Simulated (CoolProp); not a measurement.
Properties of methanol along the isobar 32.9 MPa.

Computed with CoolProp (reference Helmholtz-energy equation of state, de Reuck 1993).

| T (K) | phase | Z | expansivity (1/kK) |
|---|---|---|---|
| 324.8 | liquid | … | … |
| 333.3 | liquid | … | 1.044 |
| 341.8 | liquid | 0.4765 | … |
| 350.4 | liquid | 0.4691 | 1.089 |
| 358.9 | liquid | 0.4623 | … |
| 367.4 | liquid | 0.4560 | … |
| 375.9 | liquid | … | 1.185 |
| 384.4 | liquid | 0.4447 | … |

Task: What belongs in the gaps?

Result: 
- 324.8, Z: 0.4926
- 324.8, expansivity (1/kK): 1.027
- 333.3, Z: 0.4843
- 341.8, expansivity (1/kK): 1.064
- 358.9, expansivity (1/kK): 1.117
- 367.4, expansivity (1/kK): 1.149
- 375.9, Z: 0.4501
- 384.4, expansivity (1/kK): 1.226
